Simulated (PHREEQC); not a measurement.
0.015 g of hydrous ferric oxide (600 m²/g; 0.2 weak and 0.005 strong sites per Fe, Dzombak-Morel constants, diffuse double layer) in 1 kg of water with 0.01 mol/kgw of an inert sodium salt and 1.1e-07 mol NaF, at 25 °C; the pH is set by adding NaOH or the inert anion's acid. Oxygen is held at 0.21 atm. No CO2 enters from the air. No solid was allowed to form.

Equilibrium calculation in PHREEQC: ion-association model, wateq4f.dat.

```
pH     F sorbed (%)  surface charge σ (C/m²)  surface potential ψ (mV)
-----  ------------  -----------------------  ------------------------
3              49.2                    0.324                       203
3.67           56.3                        …                       193
4.33           45.7                    0.178                         …
5              27.4                    0.113                       152
5.67              …                    0.066                       125
6.33            4.0                    0.036                        95
7               1.1                        …                        61
7.67            0.3                    0.006                        24
8.33            0.1                        …                         …
9               0.0                   -0.013                         …
9.67            0.0                   -0.029                         …
10.33           0.0                   -0.055                      -115
11              0.0                   -0.099                      -143
```

Task: Complete the blanks.

Result: 
- 3.67, surface charge σ (C/m²): 0.254
- 4.33, surface potential ψ (mV): 175
- 5.67, F sorbed (%): 11.9
- 7, surface charge σ (C/m²): 0.017
- 8.33, surface charge σ (C/m²): -0.003
- 8.33, surface potential ψ (mV): -12
- 9, surface potential ψ (mV): -49
- 9.67, surface potential ψ (mV): -84

Species that the database lacks are ignored. The oxide is taken as insoluble; below pH 4 it would dissolve.
